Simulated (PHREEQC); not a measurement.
Consider water at 25 °C with 7.3 mmol/kgw NaH2PO4, 87 mmol/kgw H2SO4 and 0.25 mmol/kgw H4SiO4. It is in equilibrium with CO2 at log p = -3.4 (atm). Otherwise closed; pH follows from the charge balance.

Model: ion-association model, phreeqc.dat, run in PHREEQC.

Problem. The ionic strength comes out as 0.126 mol/kgw. What activity coefficients do SO4-2, NaSO4-, H2PO4-, HSO4-, H+ get?

Solution. SO4-2 0.35, NaSO4- 0.77, H2PO4- 0.77, HSO4- 0.77, H+ 0.82.

This is a speciation only: nothing precipitates in the calculation. Saturation is exceeded, for instance for Quartz (slow to form); the values hold only as long as no solid forms. Complexes and solids missing from the database can't appear.
